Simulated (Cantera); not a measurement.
Charge: 1 mol MgSO4, 0.64 mol C, 0.076 mol CO2, at 1100 K and 260000 Pa.

Cantera equilibrium calculation (NASA polynomials, part measured and part estimated; ideal gas, pure solids and liquids). Candidate condensed phases: C, Mg, MgCO3, MgO, MgS, MgSO4, S; 26 gas species. Gases not in the tables: S3 to S7. The numbers say what is thermodynamically allowed, not how fast it happens.

What is the equilibrium state?


```json
{
 "x(SO2)": "0.522",
 "x(CO2)": "0.433",
 "x(S2)": "0.0384",
 "x(S2O)": "0.00444",
 "x(CO)": "0.00133",
 "x(COS)": "0.000673",
 "x(SO)": "6.27e-5",
 "n(MgO(s))": "1.00 mol",
 "gas_amount": "1.644 mol",
 "log10 activity of S(l) (absent)": "-1.11",
 "log10 activity of C(graphite) (absent)": "-6.03",
 "log10 activity of Mg(l) (absent)": "-16.51"
}
```
